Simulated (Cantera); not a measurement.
Equilibrium for fluorocarbon and chlorocarbon gases: CF₄ + H₂

A closed system holds: 1 mol CF₄, 0.17 mol H₂, at 2375 °C and 10.0 mbar.

Equilibrium computed with Cantera from the NASA thermochemical tables; the gas is ideal and each condensed phase is pure. Candidate condensed phases: C, C₆H₆, C₇H₈, C₈H₁₈; 95 gas species. Gases not in the tables: C₂F₆ and larger saturated fluorocarbons. Equilibrium is a limit: real reactors are often held back by kinetics, nucleation or transport.

```json
{
 "x(F)": "0.670",
 "x(CF₂)": "0.192",
 "x(HF)": "0.102",
 "x(CF)": "0.0336",
 "x(CF₃)": "0.00134",
 "x(CF₄)": "0.000958",
 "x(C₃)": "0.000436",
 "x(C)": "0.000114",
 "x(H)": "9.87e-5",
 "n(C(graphite))": "0.234 mol",
 "gas_amount": "3.343 mol"
}
```
